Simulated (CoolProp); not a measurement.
Vapour-liquid equilibrium of nitrogen (1) + carbon monoxide (2) at 108.6 K; x and y are mole fractions of (1).

The numbers come from the multi-fluid Helmholtz-energy mixture model, Span 2000 and Lemmon 2006; pair parameters Gernert 2013 in CoolProp.

```json
[
 {"x": "0.05", "bubble pressure, mixture model (bar)": "9.987", "bubble pressure, Raoult's law (bar)": "9.965", "y, mixture model": "0.065", "y, Raoult's law": "0.068"},
 {"x": "0.15", "bubble pressure, mixture model (bar)": "10.40", "bubble pressure, Raoult's law (bar)": "10.34", "y, mixture model": "0.188", "y, Raoult's law": "0.196"},
 {"x": "0.25", "bubble pressure, mixture model (bar)": "10.82", "bubble pressure, Raoult's law (bar)": "10.71", "y, mixture model": "0.303", "y, Raoult's law": "0.315"},
 {"x": "0.35", "bubble pressure, mixture model (bar)": "11.23", "bubble pressure, Raoult's law (bar)": "11.08", "y, mixture model": "0.410", "y, Raoult's law": "0.426"},
 {"x": "0.45", "bubble pressure, mixture model (bar)": "11.62", "bubble pressure, Raoult's law (bar)": "11.45", "y, mixture model": "0.511", "y, Raoult's law": "0.530"},
 {"x": "0.55", "bubble pressure, mixture model (bar)": "12.01", "bubble pressure, Raoult's law (bar)": "11.83", "y, mixture model": "0.606", "y, Raoult's law": "0.628"},
 {"x": "0.65", "bubble pressure, mixture model (bar)": "12.37", "bubble pressure, Raoult's law (bar)": "12.20", "y, mixture model": "0.697", "y, Raoult's law": "0.719"},
 {"x": "0.75", "bubble pressure, mixture model (bar)": "12.72", "bubble pressure, Raoult's law (bar)": "12.57", "y, mixture model": "0.786", "y, Raoult's law": "0.806"},
 {"x": "0.85", "bubble pressure, mixture model (bar)": "13.05", "bubble pressure, Raoult's law (bar)": "12.94", "y, mixture model": "0.872", "y, Raoult's law": "0.887"},
 {"x": "0.95", "bubble pressure, mixture model (bar)": "13.36", "bubble pressure, Raoult's law (bar)": "13.32", "y, mixture model": "0.957", "y, Raoult's law": "0.963"}
]
```

The largest gap from Raoult's law is +1.5 % in bubble pressure, at x = 0.55. No azeotrope shows between x = 0.05 and 0.95.

Pair parameters are fitted to limited data, so mixtures are less certain than the pure fluids.
